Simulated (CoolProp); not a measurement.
Computed with CoolProp (reference Helmholtz-energy equation of state, Penoncello 2003).

Q: For CHF3 (R23), give the phase and the speed of sound (m/s), viscosity (µPa s), Prandtl number, fugacity coefficient at 195.6 K and 1.07 MPa; 458 K and 7.59 MPa.

A: 
- 195.6 K and 1.07 MPa: liquid; speed of sound 805, viscosity 287, Prandtl number 2.71, fugacity coefficient 0.119
- 458 K and 7.59 MPa: supercritical; speed of sound 239, viscosity 24.1, Prandtl number 0.865, fugacity coefficient 0.897

Viscosity comes from a separate model (Shan 2000). Thermal conductivity comes from a separate model (Shan 2000).
